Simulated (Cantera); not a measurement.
Cantera run:

```python
import numpy as np
import cantera as ct

gas_names = """
    B BF BF2 BF3 BN BO BOF BOF2 BO2 B2 B2O B2O2 B2O3 B3O3F3 F FO FO2 F2 F2O N NF NF2 NF3 NO NO2 NO3 N2
    N2O O O2 O3
""".split()
cond_names = """
    B(b) B(L) BN(s) B2O3(L)
""".split()


# ... load() reads the species with a 1 bar reference pressure and builds the phases ...
atoms = {
    'B2O3': {'B': 2, 'O': 3},
    'NF3': {'N': 1, 'F': 3},
}
top_T = {'BN(s)': 3200}  # K; cautious upper limits of use, not melting points


# ... equilibrate(T, P, feed) seeds the gas with the atoms and calls Mixture.equilibrate('TP', solver="vcs", rtol=1e-11, max_steps=5000) ...
results = []
feed = {'B2O3': 1, 'NF3': 1}  # mol
P = 43000  # Pa
for T in [775, 875, 975, 1075, 1175, 1275, 1375, 1475, 1575, 1675]:
    mix = equilibrate(T, P, feed)
    results.append((T, P, feed, dict(zip(mix.species_names, mix.species_moles))))
    x = sorted(zip(gas.X, gas.species_names), reverse=True)
    print(f"T = {T:g} K  P = {P:g} Pa  gas = {mix.phase_moles(0):.4g} mol")
    print("   x: " + "  ".join(f"{s} {v:.3e}" for v, s in x if v > 0.001))
    print("   condensed (mol): " + ("  ".join(f"{mix.phase(i).name} {mix.phase_moles(i):.4g}"
          for i in range(1, mix.n_phases) if mix.phase_moles(i) > 1e-12) or "none"))
```

Result:

```
T = 775 K  P = 43000 Pa  gas = 2.25 mol
   x: BF3 4.178e-01  O2 3.333e-01  N2 2.222e-01  B3O3F3 2.664e-02
   condensed (mol): B2O3(L) 0.4401
T = 875 K  P = 43000 Pa  gas = 2.25 mol
   x: BF3 4.100e-01  O2 3.333e-01  N2 2.222e-01  B3O3F3 3.449e-02
   condensed (mol): B2O3(L) 0.4224
T = 975 K  P = 43000 Pa  gas = 2.25 mol
   x: BF3 4.034e-01  O2 3.333e-01  N2 2.222e-01  B3O3F3 4.102e-02
   condensed (mol): B2O3(L) 0.4077
T = 1075 K  P = 43000 Pa  gas = 2.25 mol
   x: BF3 3.980e-01  O2 3.332e-01  N2 2.222e-01  B3O3F3 4.629e-02
   condensed (mol): B2O3(L) 0.3956
T = 1175 K  P = 43000 Pa  gas = 2.253 mol
   x: BF3 3.930e-01  O2 3.329e-01  N2 2.219e-01  B3O3F3 5.031e-02  BOF 1.774e-03
   condensed (mol): B2O3(L) 0.3853
T = 1275 K  P = 43000 Pa  gas = 2.262 mol
   x: BF3 3.865e-01  O2 3.315e-01  N2 2.209e-01  B3O3F3 5.299e-02  BOF 7.817e-03
   condensed (mol): B2O3(L) 0.3742
T = 1375 K  P = 43000 Pa  gas = 2.292 mol
   x: BF3 3.733e-01  O2 3.270e-01  N2 2.180e-01  B3O3F3 5.378e-02  BOF 2.737e-02
   condensed (mol): B2O3(L) 0.3557
T = 1475 K  P = 43000 Pa  gas = 2.375 mol
   x: BF3 3.432e-01  O2 3.153e-01  N2 2.102e-01  BOF 7.890e-02  B3O3F3 5.122e-02
   condensed (mol): B2O3(L) 0.3156
T = 1575 K  P = 43000 Pa  gas = 2.577 mol
   x: O2 2.904e-01  BF3 2.813e-01  N2 1.935e-01  BOF 1.897e-01  B3O3F3 4.305e-02  NO 1.011e-03
   condensed (mol): B2O3(L) 0.2252
T = 1675 K  P = 43000 Pa  gas = 3.001 mol
   x: BOF 3.733e-01  O2 2.489e-01  BF3 1.801e-01  N2 1.659e-01  B3O3F3 2.803e-02  NO 1.316e-03  B2O3 1.221e-03
   condensed (mol): B2O3(L) 0.0379
```

Cantera equilibrium calculation (NASA polynomials, part measured and part estimated; ideal gas, pure solids and liquids).
